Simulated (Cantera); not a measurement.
Ignition delay

Mixture: 22.0 % CO, 0.857 % H₂, 13.4 % O₂, 41.6 % N₂, 22.0 % CO₂, 0.189 % H₂O, equivalence ratio 0.85, at 0.550 bar, adiabatic and at constant pressure. Ignition delay is the time to a rise of 400 K.

Computed with Cantera and GRI-Mech 3.0 (53 species, 325 reactions). Where the delays flatten at high temperature, the 400 K rule measures the pace of heat release, not the induction time.

```csv
T0 (K),delay (ms)
1050,1.11
1150,0.645
1250,0.505
1350,0.469
1450,0.486
1550,0.537
1650,0.613
```
